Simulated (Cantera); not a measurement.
**Thermodynamics of silicon carbide growth, feed (CH₃)₂SiCl₂ + HCl + H₂**

Feed: 1 mol (CH₃)₂SiCl₂, 1.6 mol HCl, 1.2 mol H₂, held at 0.00133 bar.

Cantera equilibrium calculation (NASA polynomials, part measured and part estimated; ideal gas, pure solids and liquids). Candidate condensed phases: C, C₆H₆, C₇H₈, C₈H₁₈, Si, SiC; 109 gas species. The feed counts by its element totals alone. The tables' values for SiCl₃, SiCl are old estimates; treat these amounts as uncertain. Rates play no part.

| T (K) | x H₂ | x HCl | x SiCl₄ | x SiCl₂ | x H | x Cl | x SiCl₃ | x SiHCl₃ | n C(graphite) | n SiC(s) |
|---|---|---|---|---|---|---|---|---|---|---|
| 1025 | 0.601 | 0.345 | 0.0518 | 0.000171 | 9.25e-8 | 4.90e-8 | 0.000652 | 0.000775 | 1.34 | 0.655 |
| 1100 | 0.543 | 0.427 | 0.0280 | 0.000592 | 5.22e-7 | 3.67e-7 | 0.00109 | 0.000525 | 1.20 | 0.800 |
| 1175 | 0.505 | 0.480 | 0.0122 | 0.00150 | 2.39e-6 | 1.98e-6 | 0.00137 | 0.000302 | 1.10 | 0.897 |
| 1250 | 0.487 | 0.504 | 0.00447 | 0.00296 | 9.24e-6 | 8.17e-6 | 0.00136 | 0.000154 | 1.06 | 0.939 |
| 1325 | 0.482 | 0.510 | 0.00157 | 0.00498 | 3.11e-5 | 2.76e-5 | 0.00120 | 7.59e-5 | 1.05 | 0.947 |
| 1400 | 0.481 | 0.509 | 0.000575 | 0.00762 | 9.24e-5 | 8.05e-5 | 0.00102 | 3.85e-5 | 1.06 | 0.937 |
| 1475 | 0.483 | 0.504 | 0.000224 | 0.0109 | 0.000247 | 0.000209 | 0.000848 | 2.03e-5 | 1.08 | 0.918 |
| 1550 | 0.487 | 0.497 | 9.32e-5 | 0.0149 | 0.000602 | 0.000490 | 0.000705 | 1.12e-5 | 1.11 | 0.893 |
| 1625 | 0.490 | 0.487 | 4.10e-5 | 0.0194 | 0.00135 | 0.00106 | 0.000585 | 6.44e-6 | 1.14 | 0.864 |
| 1700 | 0.494 | 0.476 | 1.90e-5 | 0.0243 | 0.00284 | 0.00212 | 0.000484 | 3.81e-6 | 1.17 | 0.830 |
| 1775 | 0.498 | 0.463 | 9.12e-6 | 0.0295 | 0.00559 | 0.00399 | 0.000399 | 2.31e-6 | 1.20 | 0.795 |
x: gas mole fraction; n: condensed amount in mol.

From 1025 K to 1775 K the condensed part is C(graphite) + SiC(s). The main Si-bearing gas is SiCl₄ at 1025 K and SiCl₂ at 1775 K. The share of Si in condensed phases is highest at 1325 K (94.7 %) and lowest at 1025 K (65.5 %).
